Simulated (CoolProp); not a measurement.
Water along the isobar 11.6 MPa: density (kg/m³) from the reference equation and from simpler models built on Tc = 647.1 K, pc = 22.06 MPa, ω = 0.344; each cubic takes its own stable root.

Values from CoolProp's reference Helmholtz-energy equation of state, Wagner 2002.

```
T (K)   phase   reference  van der Waals  Redlich-Kwong  Soave-Redlich-Kwong
-----  ------  ----------  -------------  -------------  -------------------
537.3  liquid       785.6          369.5          519.5                554.7
545.2  liquid       772.5          362.1          507.8           (withheld)
553    liquid       758.8          354.1          495.5                530.7
560.8  liquid       744.2          64.09          482.4                517.6
568.6  liquid       728.5          61.82          468.2                503.5
576.4  liquid       711.4          59.80          452.7           (withheld)
584.3  liquid  (withheld)          57.96          62.79                471.1
592.1  liquid       671.2          56.31          60.32                452.0
599.9     gas       64.15          54.79          58.17           (withheld)
607.7     gas       60.42          53.39          56.27                57.47
```

Task: What belongs in the gaps?

Result: 
- 545.2, Soave-Redlich-Kwong: 543.0
- 576.4, Soave-Redlich-Kwong: 488.2
- 584.3, reference: 692.4
- 599.9, Soave-Redlich-Kwong: 59.86

At some of these states van der Waals, Redlich-Kwong gives the other phase, because its saturation line lies elsewhere.
